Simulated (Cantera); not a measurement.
Input: 1 mol TiO2, 1.2 mol H2, 6.8 mol H2O, held at 1848 K and 5.30 bar.

These are equilibrium values from Cantera (NASA tables, ideal gas, pure condensed phases), not measurements of a reactor. Candidate condensed phases: H2O, Ti, TiO, TiO2, Ti2O3, Ti3O5, Ti4O7; 12 gas species. Gases not in the tables: TiO(OH)2. Kinetics and transport are ignored.

**Question.** What is the equilibrium state?

**Answer.** 
- x(H2O) = 0.850
- x(H2) = 0.150
- x(H) = 8.92e-5
- x(OH) = 3.72e-5
- n(TiO2(rutile)) = 1.00 mol
- gas amount = 8.001 mol
- log10 activity of Ti4O7(s) (absent) = -1.63
- log10 activity of Ti3O5(s) (absent) = -1.73
- log10 activity of Ti2O3(s) (absent) = -2.30
